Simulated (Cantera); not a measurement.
Input: 1 mol CH4, 13 mol H2, 0.67 mol H2O, held at 105 Torr.

Method: chemical equilibrium by Gibbs-energy minimisation in Cantera with the NASA 1993 tables (ideal gas, pure condensed phases). Candidate condensed phases: C, C6H6, C7H8, C8H18, H2O; 110 gas species. Equilibrium is a limit: real reactors are often held back by kinetics, nucleation or transport.

log p: log10 of the partial pressure in bar; n: condensed amount in mol.

| T (°C) | log p H2 | log p CO | log p H | log p C2H2 (acetylene) | log p CH4 | n C(graphite) |
|---|---|---|---|---|---|---|
| 1527 | -0.87 | -2.24 | -3.88 | … | -4.86 | 0.323 |
| 1577 | -0.87 | -2.24 | -3.71 | … | -4.93 | 0.320 |
| 1627 | -0.87 | -2.24 | -3.54 | … | -5.00 | 0.317 |
| 1677 | -0.87 | -2.24 | -3.38 | … | -5.06 | 0.312 |
| 1727 | -0.87 | -2.24 | -3.23 | … | -5.12 | 0.305 |
| 1777 | -0.88 | -2.24 | -3.08 | … | -5.18 | 0.296 |
| 1827 | -0.88 | -2.24 | -2.94 | … | -5.23 | 0.284 |
| 1877 | -0.88 | -2.24 | -2.81 | … | -5.29 | 0.269 |
| 1927 | -0.88 | -2.24 | -2.69 | … | -5.34 | 0.250 |
| 1977 | -0.88 | -2.25 | -2.57 | … | -5.39 | 0.225 |
| 2027 | -0.89 | -2.25 | -2.46 | … | -5.44 | 0.196 |

### Question
What belongs in the gaps?

### Answer

- 1527, log p C2H2 (acetylene): -4.63
- 1577, log p C2H2 (acetylene): -4.46
- 1627, log p C2H2 (acetylene): -4.29
- 1677, log p C2H2 (acetylene): -4.14
- 1727, log p C2H2 (acetylene): -3.99
- 1777, log p C2H2 (acetylene): -3.85
- 1827, log p C2H2 (acetylene): -3.72
- 1877, log p C2H2 (acetylene): -3.59
- 1927, log p C2H2 (acetylene): -3.47
- 1977, log p C2H2 (acetylene): -3.36
- 2027, log p C2H2 (acetylene): -3.25
